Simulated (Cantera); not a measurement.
Charge: 1 mol SiCl₄, 3 mol N₂O, equilibrated at 3000 Pa.

Equilibrium computed with Cantera from the NASA thermochemical tables; the gas is ideal and each condensed phase is pure. Candidate condensed phases: Si, SiO₂, Si₂N₂O, Si₃N₄; 23 gas species. The tables hold silica as quartz up to 1696 K and as liquid above; real silica turns to tridymite and cristobalite and melts near 1996 K. Rates play no part. All values below are at 1277 °C.

Base state: N₂ 0.486, Cl 0.217, Cl₂ 0.216, O₂ 0.0805, NO 0.000754, ClO 0.000246, O 1.28e-5 (mole fractions); condensed: SiO₂(β-quartz).

**Question.** What changes in the equilibrium state with this change: SiCl₄ replaced by SiF₄?

**Answer.** 
```csv
species,before,after
N₂,0.486,0.545
O₂,0.0805,0.272
SiF₄,0,0.182
Cl,0.217,0
Cl₂,0.216,0
ClO,0.000246,0
NO,0.000754,0.00147
O,1.28e-5,2.36e-5
"SiO₂(β-quartz), mol",1.000,0
```
